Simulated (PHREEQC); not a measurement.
Consider water at 30 °C with 0.001 mol H2SO4, 4.2e-05 mol ZnSO4 and 0.00033 mol Na2SO4 per kg of water. Closed to the air; pH follows from the charge balance.

The numbers come from PHREEQC with the ion-association model, phreeqc.dat.

This is a speciation only: nothing precipitates in the calculation.

Order these S species by the share of S that they hold, largest first: SO4-2, ZnSO4, NaSO4-, HSO4-.

SO4-2 (86 %), HSO4- (13 %), ZnSO4 (0.44 %), NaSO4- (0.22 %)

Order these Zn species by the share of Zn that they hold, largest first: ZnSO4, Zn+2, Zn(SO4)2-2.

Zn+2 (85 %), ZnSO4 (14 %), Zn(SO4)2-2 (0.13 %)

The pH is 2.77 and the ionic strength 0.00377 mol/kgw.
